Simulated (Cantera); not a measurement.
Feed: 1 mol C₂H₄, 0.16 mol O₂, 87 mol H₂, at 1330 Pa.

Equilibrium computed with Cantera from the NASA thermochemical tables; the gas is ideal and each condensed phase is pure. Candidate condensed phases: C, C₆H₆, C₇H₈, C₈H₁₈, H₂O; 110 gas species. The numbers say what is thermodynamically allowed, not how fast it happens.

### Question
What share of the C ends up in condensed phases as a function of T (°C), at 375, 525, 675, 825, 975, 1125, 1275, 1425, 1575, 1725, 1875, 2025, 2175, 2325?

### Answer
```json
[
 {"T (°C)": "375", "C condensed (%)": "0.0", "as": "-"},
 {"T (°C)": "525", "C condensed (%)": "10.2", "as": "C(graphite)"},
 {"T (°C)": "675", "C condensed (%)": "74.1", "as": "C(graphite)"},
 {"T (°C)": "825", "C condensed (%)": "81.9", "as": "C(graphite)"},
 {"T (°C)": "975", "C condensed (%)": "83.3", "as": "C(graphite)"},
 {"T (°C)": "1125", "C condensed (%)": "83.7", "as": "C(graphite)"},
 {"T (°C)": "1275", "C condensed (%)": "83.7", "as": "C(graphite)"},
 {"T (°C)": "1425", "C condensed (%)": "83.3", "as": "C(graphite)"},
 {"T (°C)": "1575", "C condensed (%)": "81.7", "as": "C(graphite)"},
 {"T (°C)": "1725", "C condensed (%)": "77.3", "as": "C(graphite)"},
 {"T (°C)": "1875", "C condensed (%)": "67.2", "as": "C(graphite)"},
 {"T (°C)": "2025", "C condensed (%)": "47.3", "as": "C(graphite)"},
 {"T (°C)": "2175", "C condensed (%)": "12.5", "as": "C(graphite)"},
 {"T (°C)": "2325", "C condensed (%)": "0.0", "as": "-"}
]
```
